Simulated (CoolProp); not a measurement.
Octamethylcyclotetrasiloxane (D4) at 444.81 K and 6.3 MPa is throttled through a valve to 1.77 MPa with no heat exchange. Each further row changes one setting.

Values from CoolProp's reference Helmholtz-energy equation of state, Thol 2015.

```
case                       temperature change (K)  final density (kg/m³)
-------------------------  ----------------------  ---------------------
as stated                                    +0.9                    778
outlet pressure 0.531 MPa                    +1.1                    772
outlet pressure 2.3 MPa                      +0.8                    781
```
